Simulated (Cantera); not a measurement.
Input: 1 mol SiH₄, 0.13 mol NH₃, at 1400 K and 8700 Pa.

These are equilibrium values from Cantera (NASA tables, ideal gas, pure condensed phases), not measurements of a reactor. Candidate condensed phases: Si, Si₃N₄; 18 gas species. Mutual solubility and eutectic melting of coexisting phases are not modelled. Rates play no part.

Base state: H₂ 1.000, N₂ 6.59e-5, H 1.65e-5 (mole fractions); condensed: Si(s) + Si₃N₄(s).

Question: What changes in the equilibrium state with this change: pressure from 8700 Pa to 133 Pa?

Answer: 
```json
[
 {"species": "H₂", "before": "1.000", "after": "0.996"},
 {"species": "N₂", "before": "6.59e-5", "after": "0.00430"},
 {"species": "H", "before": "1.65e-5", "after": "0.000133"},
 {"species": "Si(s), mol", "before": "0.903", "after": "0.917"},
 {"species": "Si₃N₄(s), mol", "before": "0.0324", "after": "0.0278"}
]
```
